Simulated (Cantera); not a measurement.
What does this Cantera script print?

```python
import numpy as np
import cantera as ct

gas = ct.Solution("h2o2.yaml")
gas.TPX = 350, 430000, {'H2': 1, 'O2': 0.278, 'N2': 1.04}
flame = ct.FreeFlame(gas, width=0.014)
flame.set_refine_criteria(ratio=3, slope=0.08, curve=0.16)
flame.transport_model = "mixture-averaged"
flame.solve(loglevel=0, auto=True)
flame.transport_model = "multicomponent"
flame.soret_enabled = True
flame.solve(loglevel=0, refine_grid=True)
z, T = flame.grid, flame.T
thick = (T[-1] - T[0]) / np.gradient(T, z).max()
show = ['H2', 'O2', 'HO2', 'OH', 'H2O', 'H']
print(f"laminar burning velocity  {flame.velocity[0] * 100:.3f} cm/s")
print(f"burnt temperature         {T[-1]:.1f} K")
print(f"thermal thickness         {thick * 1e3:.4f} mm")
print(f"grid points               {len(z)}")
z0 = z[flame.heat_release_rate.argmax()]
print(f"{'z/mm':>9s}{'T/K':>9s}{'u/(m/s)':>9s}" + "".join(f"{s:>11s}" for s in show))
rows = []
for k in (-3, -2, -1.5, -1, -0.5, -0.25, 0, 0.25, 0.5, 1, 2, 4, 8):
    zz = z0 + k * thick
    rows.append([k * thick, np.interp(zz, z, T), np.interp(zz, z, flame.velocity),
                 *(np.interp(zz, z, flame.X[gas.species_index(s)]) for s in show)])
    print(f"{rows[-1][0] * 1e3:9.3f}{rows[-1][1]:9.1f}{rows[-1][2]:9.3f}" + "".join(f"{x:11.3e}" for x in rows[-1][3:]))
```

Result:

```
laminar burning velocity  358.331 cm/s
burnt temperature         2191.2 K
thermal thickness         0.0525 mm
grid points               115
     z/mm      T/K  u/(m/s)         H2         O2        HO2         OH        H2O          H
   -0.158    350.0    3.583  4.314e-01  1.199e-01  2.631e-11  2.278e-14  5.134e-10  6.724e-16
   -0.105    350.0    3.583  4.313e-01  1.200e-01  1.829e-09  1.325e-12  2.981e-08  3.223e-14
   -0.079    350.1    3.581  4.308e-01  1.201e-01  2.101e-08  2.665e-11  3.095e-07  5.108e-13
   -0.053    351.4    3.573  4.271e-01  1.209e-01  7.862e-07  6.919e-09  9.433e-06  1.152e-10
   -0.026    411.1    3.941  3.866e-01  1.283e-01  2.919e-04  2.192e-05  2.323e-03  3.939e-06
   -0.013    731.0    6.771  3.478e-01  1.199e-01  9.451e-04  9.666e-04  2.989e-02  1.821e-03
    0.000   1166.3   10.723  2.997e-01  8.972e-02  3.803e-04  1.575e-03  9.367e-02  1.392e-02
    0.013   1478.9   13.574  2.442e-01  5.030e-02  1.760e-04  2.935e-03  1.682e-01  3.158e-02
    0.026   1658.4   15.214  2.073e-01  2.213e-02  7.325e-05  3.991e-03  2.206e-01  4.287e-02
    0.053   1816.1   16.615  1.870e-01  3.717e-03  1.165e-05  4.540e-03  2.562e-01  4.475e-02
    0.105   1933.7   17.596  1.901e-01  4.793e-04  1.676e-06  4.234e-03  2.646e-01  3.468e-02
    0.210   2029.6   18.364  1.969e-01  1.772e-04  7.021e-07  3.324e-03  2.680e-01  2.325e-02
    0.420   2100.2   18.912  2.021e-01  7.041e-05  2.980e-07  2.267e-03  2.707e-01  1.424e-02
```

Model: the H2/O2 subset of GRI-Mech 3.0, which has no nitrogen chemistry, integrated in Cantera. The hydrogen kinetics of GRI-Mech 3.0 are dated; newer H2 mechanisms differ, most at raised pressure. Burning velocities carry a grid error of a few per cent, more on coarse grids.
